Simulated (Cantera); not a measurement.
What does this Cantera script print?

```python
import numpy as np
import cantera as ct

gas = ct.Solution("gri30.yaml")
gas.TPX = 1123, 500000, {'CO': 0.0076, 'O2': 0.0033, 'H2O': 0.00051, 'N2': 1}
reactor = ct.IdealGasConstPressureReactor(gas, energy="off", clone=False)
net = ct.ReactorNet([reactor])
net.rtol, net.atol = 1e-08, 1e-18
show = ['CO', 'O2', 'H2O', 'O', 'HO2', 'H2O2']
times = np.geomspace(9e-05, 300, 11)

steps = ct.SolutionArray(gas, extra=["t"])
rows = []
print(f"{'t/s':>10s}{'T/K':>9s}{'P/Pa':>11s}" + "".join(f"{s:>11s}" for s in show))
for t in times:
    while net.time < t:
        t_next = net.step()
        steps.append(gas.state, t=t_next)
    rows.append([np.interp(t, steps.t, y) for y in (steps.T, steps.P, *steps(*show).X.T)])
    print(f"{t:10.3e}{rows[-1][0]:9.1f}{rows[-1][1]:11.4g}" + "".join(f"{x:11.3e}" for x in rows[-1][2:]))
rate = np.gradient(steps.T, steps.t)
print("integrator steps:", len(steps.t))
if steps.T.max() > steps.T[0] + 200:
    print(f"time of steepest temperature rise: {steps.t[rate.argmax()]:.4e} s")
gas.TPX = 1123, 500000, {'CO': 0.0076, 'O2': 0.0033, 'H2O': 0.00051, 'N2': 1}
gas.equilibrate("TP")
print(f"equilibrium (TP): T = {gas.T:.1f} K  " + "  ".join(f"{s} {gas[s].X[0]:.3e}" for s in show))
```

Result:

```
       t/s      T/K       P/Pa         CO         O2        H2O          O        HO2       H2O2
 9.000e-05   1123.0      5e+05  7.514e-03  3.263e-03  5.042e-04  1.372e-10  1.390e-12  3.892e-18
 4.041e-04   1123.0      5e+05  7.514e-03  3.263e-03  5.042e-04  4.995e-10  4.356e-11  4.822e-16
 1.815e-03   1123.0      5e+05  7.514e-03  3.263e-03  5.042e-04  1.224e-09  6.376e-10  2.033e-14
 8.149e-03   1123.0      5e+05  7.514e-03  3.263e-03  5.042e-04  5.029e-09  8.573e-09  1.772e-12
 3.659e-02   1123.0      5e+05  7.469e-03  3.240e-03  5.034e-04  3.621e-07  7.544e-07  1.318e-08
 1.643e-01   1123.0      5e+05  6.692e-03  2.854e-03  4.965e-04  4.999e-07  1.068e-06  2.654e-08
 7.379e-01   1123.0      5e+05  3.672e-03  1.345e-03  4.940e-04  4.049e-07  8.365e-07  1.632e-08
 3.313e+00   1123.0      5e+05  9.443e-04  5.795e-08  4.578e-04  4.683e-11  8.025e-11  4.215e-14
 1.488e+01   1123.0      5e+05  9.380e-04  1.054e-09  4.519e-04  6.320e-13  3.397e-13  4.126e-16
 6.681e+01   1123.0      5e+05  9.369e-04  2.556e-10  4.508e-04  2.624e-15  2.235e-15  6.046e-19
 3.000e+02   1123.0      5e+05  9.368e-04  2.272e-10  4.507e-04  2.426e-16  1.505e-16  2.897e-20
integrator steps: 2078
equilibrium (TP): T = 1123.0 K  CO 9.340e-04  O2 6.398e-17  H2O 4.479e-04  O 1.584e-17  HO2 1.240e-21  H2O2 9.196e-20
```

Detailed kinetics in Cantera: GRI-Mech 3.0 (53 species, 325 reactions).
